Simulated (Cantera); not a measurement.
A perfectly stirred reactor is fed with CO : H2 : O2 : N2 = 1 : 0.053 : 0.924 : 3.88 (molar parts), equivalence ratio 0.57, at 13.0 bar; it is adiabatic with a 625 K inlet, and is followed from long to short residence time, starting on the burning branch (τ in s: 0.085, 0.034, 0.014, 0.0057, 0.0023, 0.00093, 0.00038, 0.00015, 6.2e-05, 2.5e-05).

Model: GRI-Mech 3.0 (53 species, 325 reactions), integrated in Cantera. The hydrogen kinetics of GRI-Mech 3.0 are dated; newer H2 mechanisms differ, most at raised pressure. The pressure lies above the range GRI-Mech 3.0 was tuned for (to about 10 atm).

x: mole fraction; the columns are a selection and need not sum to one.

```json
[
 {"τ (s)": "0.085", "T (K)": "2064", "x CO": "0.000723", "x H2": "6.77e-6", "x O2": "0.0741", "x O": "0.000110", "x H": "2.40e-6", "x H2O2": "2.65e-8", "x NO2": "5.07e-6"},
 {"τ (s)": "0.034", "T (K)": "2062", "x CO": "0.00109", "x H2": "9.48e-6", "x O2": "0.0745", "x O": "0.000148", "x H": "3.79e-6", "x H2O2": "3.25e-8", "x NO2": "3.80e-6"},
 {"τ (s)": "0.014", "T (K)": "2057", "x CO": "(withheld)", "x H2": "(withheld)", "x O2": "0.0749", "x O": "(withheld)", "x H": "(withheld)", "x H2O2": "(withheld)", "x NO2": "3.40e-6"},
 {"τ (s)": "0.0057", "T (K)": "2047", "x CO": "(withheld)", "x H2": "(withheld)", "x O2": "0.0754", "x O": "(withheld)", "x H": "(withheld)", "x H2O2": "(withheld)", "x NO2": "3.38e-6"},
 {"τ (s)": "0.0023", "T (K)": "2030", "x CO": "0.00532", "x H2": "3.91e-5", "x O2": "0.0764", "x O": "0.000593", "x H": "3.03e-5", "x H2O2": "9.12e-8", "x NO2": "3.32e-6"},
 {"τ (s)": "0.00093", "T (K)": "1999", "x CO": "0.00926", "x H2": "6.42e-5", "x O2": "0.0780", "x O": "0.000987", "x H": "6.45e-5", "x H2O2": "1.37e-7", "x NO2": "2.86e-6"},
 {"τ (s)": "0.00038", "T (K)": "1947", "x CO": "0.0160", "x H2": "0.000102", "x O2": "0.0808", "x O": "0.00159", "x H": "0.000130", "x H2O2": "2.11e-7", "x NO2": "2.02e-6"},
 {"τ (s)": "0.00015", "T (K)": "1849", "x CO": "0.0291", "x H2": "0.000161", "x O2": "0.0865", "x O": "0.00235", "x H": "0.000236", "x H2O2": "3.60e-7", "x NO2": "1.09e-6"},
 {"τ (s)": "6.2e-5", "T (K)": "625", "x CO": "0.171", "x H2": "0.00905", "x O2": "0.158", "x O": "<1e-12", "x H": "<1e-12", "x H2O2": "<1e-12", "x NO2": "<1e-12"},
 {"τ (s)": "2.5e-5", "T (K)": "625", "x CO": "0.171", "x H2": "0.00905", "x O2": "0.158", "x O": "<1e-12", "x H": "<1e-12", "x H2O2": "<1e-12", "x NO2": "<1e-12"}
]
```

Question: Some entries are withheld; supply them.

Answer: 
- 0.014, x CO: 0.00178
- 0.014, x H2: 1.45e-5
- 0.014, x O: 0.000221
- 0.014, x H: 6.94e-6
- 0.014, x H2O2: 4.33e-8
- 0.0057, x CO: 0.00304
- 0.0057, x H2: 2.36e-5
- 0.0057, x O: 0.000355
- 0.0057, x H: 1.42e-5
- 0.0057, x H2O2: 6.17e-8
